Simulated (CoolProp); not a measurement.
Vapour pressure (kPa) of sulfur dioxide: the reference equation beside estimates from Tc = 430.6 K, pc = 7887 kPa, ω = 0.256. Clausius-Clapeyron is anchored at 255.9 K with a constant enthalpy of vaporisation of 25.36 kJ/mol.

Values from CoolProp's reference Helmholtz-energy equation of state, Gao 2016.

```
T (K)  reference  Clausius-Clapeyron  van der Waals  Redlich-Kwong  Peng-Robinson
-----  ---------  ------------------  -------------  -------------  -------------
223.1      11.51               12.58          277.6          28.75          12.09
234        22.72               23.77          377.1          52.57          23.50
245        41.97               42.69          500.5          90.30          42.93
255.9      72.55               72.55          647.8          145.8          73.56
266.9      119.5               118.6          824.1          225.2          120.4
277.8      187.4               185.7           1028          332.4          187.8
288.8      283.5               282.1           1266          475.1          283.1
299.8      414.3               415.6           1537          658.3          412.7
310.7      585.3               593.9           1841          885.5          582.4
321.7      807.9               830.8           2185           1167          803.5
332.6       1086                1134           2564           1502           1081
```

Absolute difference from the reference over all 11 rows, mean and median: Clausius-Clapeyron 2.4 and 1.5 %, van der Waals 721.3 and 448.6 %, Redlich-Kwong 84.0 and 77.4 %, Peng-Robinson 1.4 and 0.5 %.
